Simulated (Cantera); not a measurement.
What does this Cantera script print?

```python
import numpy as np
import cantera as ct

gas_names = [...]  # 139 gases of nasa_gas.yaml made of C, Cu, H, N, O
cond_names = """
    C(gr) C6H6(L) C7H8(L) C8H18(L),n-octa Cu(cr) Cu(L) CuO(s) CuO2H2(s) Cu2O(s) Cu2O(L) H2O(s) H2O(L)
""".split()


# ... load() reads the species with a 1 bar reference pressure and builds the phases ...
atoms = {
    'CuO': {'Cu': 1, 'O': 1},
    'CH4': {'C': 1, 'H': 4},
    'N2': {'N': 2},
}
top_T = {'C(gr)': 4500, 'CuO(s)': 1390}  # K; cautious upper limits of use, not melting points


# ... equilibrate(T, P, feed) seeds the gas with the atoms and calls Mixture.equilibrate('TP', solver="vcs", rtol=1e-11, max_steps=5000) ...
results = []
feed = {'CuO': 1, 'CH4': 0.66, 'N2': 0.63}  # mol
P = 10000  # Pa
for T in [1175, 1250, 1325, 1400, 1475, 1550, 1625]:
    mix = equilibrate(T, P, feed)
    results.append((T, P, feed, dict(zip(mix.species_names, mix.species_moles))))
    x = sorted(zip(gas.X, gas.species_names), reverse=True)
    print(f"T = {T:g} K  P = {P:g} Pa  gas = {mix.phase_moles(0):.4g} mol")
    print("   x: " + "  ".join(f"{s} {v:.3e}" for v, s in x if v > 0.001))
    print("   condensed (mol): " + ("  ".join(f"{mix.phase(i).name} {mix.phase_moles(i):.4g}"
          for i in range(1, mix.n_phases) if mix.phase_moles(i) > 1e-12) or "none"))
```

Output:

```
T = 1175 K  P = 10000 Pa  gas = 2.61 mol
   x: H2 4.132e-01  N2 2.414e-01  CO 2.152e-01  H2O 9.259e-02  CO2 3.768e-02
   condensed (mol): Cu(cr) 1
T = 1250 K  P = 10000 Pa  gas = 2.61 mol
   x: H2 4.088e-01  N2 2.414e-01  CO 2.196e-01  H2O 9.698e-02  CO2 3.329e-02
   condensed (mol): Cu(cr) 1
T = 1325 K  P = 10000 Pa  gas = 2.61 mol
   x: H2 4.052e-01  N2 2.414e-01  CO 2.232e-01  H2O 1.005e-01  CO2 2.972e-02
   condensed (mol): Cu(cr) 1
T = 1400 K  P = 10000 Pa  gas = 2.61 mol
   x: H2 4.023e-01  N2 2.414e-01  CO 2.261e-01  H2O 1.035e-01  CO2 2.679e-02
   condensed (mol): Cu(L) 1
T = 1475 K  P = 10000 Pa  gas = 2.61 mol
   x: H2 3.998e-01  N2 2.414e-01  CO 2.285e-01  H2O 1.059e-01  CO2 2.437e-02
   condensed (mol): Cu(L) 0.9999
T = 1550 K  P = 10000 Pa  gas = 2.611 mol
   x: H2 3.977e-01  N2 2.413e-01  CO 2.305e-01  H2O 1.079e-01  CO2 2.235e-02
   condensed (mol): Cu(L) 0.9995
T = 1625 K  P = 10000 Pa  gas = 2.612 mol
   x: H2 3.958e-01  N2 2.412e-01  CO 2.321e-01  H2O 1.095e-01  CO2 2.065e-02
   condensed (mol): Cu(L) 0.9985
```

These are equilibrium values from Cantera (NASA tables, ideal gas, pure condensed phases), not measurements of a reactor.
